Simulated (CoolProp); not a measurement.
Normal hydrogen along the isotherm -223.15 °C: fugacity coefficient from the reference equation and from simpler models built on Tc = -240.0 °C, pc = 1.296 MPa, ω = -0.219; each cubic takes its own stable root.

Computed with CoolProp (reference Helmholtz-energy equation of state, Leachman 2009).

```
p (MPa)          phase  reference  Redlich-Kwong  Soave-Redlich-Kwong
-------  -------------  ---------  -------------  -------------------
0.648              gas     0.9496         0.9538               0.9419
1.3      supercritical     0.9008         0.9105               0.8869
1.94     supercritical     0.8553         0.8715               0.8367
2.59     supercritical     0.8121         0.8355               0.7900
3.24     supercritical     0.7724         0.8036               0.7483
3.89     supercritical     0.7368         0.7759               0.7120
4.54     supercritical     0.7059         0.7524               0.6814
5.19     supercritical     0.6797         0.7329               0.6561
5.83     supercritical     0.6583         0.7172               0.6358
6.48     supercritical     0.6406         0.7045               0.6191
```
